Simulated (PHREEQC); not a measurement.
Solution (20 °C): 0.066 mol H2SO4, 0.034 mol FeSO4 and 0.0006 mol MnSO4 per kg of water. Closed to the air; pH follows from the charge balance.

Equilibrium calculation in PHREEQC: ion-association model, phreeqc.dat.

```json
[
 {"quantity": "pH", "before": "1.25", "after": "1.36"},
 {"quantity": "ionic strength (mol/kgw)", "before": "0.162", "after": "0.131"},
 {"quantity": "SO4-2 (mol/kgw)", "before": "0.0282", "after": "0.0133"},
 {"quantity": "FeHSO4+ (mol/kgw)", "before": "0.00478", "after": "0.00561"},
 {"quantity": "FeOH+ (mol/kgw)", "before": "3.51e-11", "after": "1.16e-9"},
 {"quantity": "SI of Melanterite (FeSO4:7H2O)", "before": "-1.95", "after": "-2.78"}
]
```

Question: Name the change that produced these shifts.
(A) temperature from 20 to 40 °C
(B) H2SO4 from 0.066 to 0.033 mol/kgw
(C) 0.011 mol/kgw (CH3)4NF added
(D) temperature from 20 to 70 °C
(E) MnSO4 from 0.0006 to 6e-05 mol/kgw

Answer: D, temperature from 20 to 70 °C

This is a speciation only: nothing precipitates in the calculation. Constants without temperature data keep their 25 °C values here.
